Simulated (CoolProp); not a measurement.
Vapour-liquid equilibrium of isohexane (1) + n-hexane (2) at 350.7 K; x and y are mole fractions of (1).

Computed with CoolProp (multi-fluid Helmholtz-energy mixture model, Lemmon 2006 and Thol 2019; pair parameters Bell 2016).

Task: Give the bubble pressure and the first vapour's composition at x = 0.25, 0.35, 0.85. Is there an azeotrope?

Result: x = 0.25: 1.429 bar, y = 0.300; x = 0.35: 1.469 bar, y = 0.408; x = 0.85: 1.655 bar, y = 0.875. No azeotrope shows between x = 0.05 and 0.95.

The pair parameters rest on a limited set of measurements; away from them the model extrapolates.
